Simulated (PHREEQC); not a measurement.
**Silver or lead bath**

Make-up at 25 °C: 0.073 mol/kgw Pb(NO3)2, 0.033 mol/kgw HF and 0.0011 mol/kgw Zn(NO3)2. Closed to the air; pH follows from the charge balance.

Model: ion-association model, wateq4f.dat, run in PHREEQC.

This is a speciation only: nothing precipitates in the calculation.

Problem. What pH, ionic strength does the model give?

Solution. pH 2.30; ionic strength 0.175 mol/kgw.

Problem. In which forms is N present?

Solution. NO3- 83 %, PbNO3+ 17 % of the N.

The solution is supersaturated, for example in PbF2, so a real one may precipitate; this is no full list. wateq4f.dat counts part of the HF as a dimer, H2F2, which phreeqc.dat doesn't know; its constant is uncertain.
